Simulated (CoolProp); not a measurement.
Oxygen at 441.62 K and 7.83 MPa is compressed adiabatically to 25.9 MPa with isentropic efficiency 0.9. Each further row changes one setting.

Model: reference Helmholtz-energy equation of state, Schmidt 1985, in CoolProp.

```tsv
case	work (kJ/kg)	final temperature (K)	final density (kg/m³)
as stated	188	628.9	147
efficiency 1	?	611.3	151
efficiency 0.65	?	?	133
```

Fill in the missing entries.


- efficiency 1, work (kJ/kg): 169
- efficiency 0.65, work (kJ/kg): 260
- efficiency 0.65, final temperature (K): 696.3

Above 300 K oxygen's equation is extrapolated.
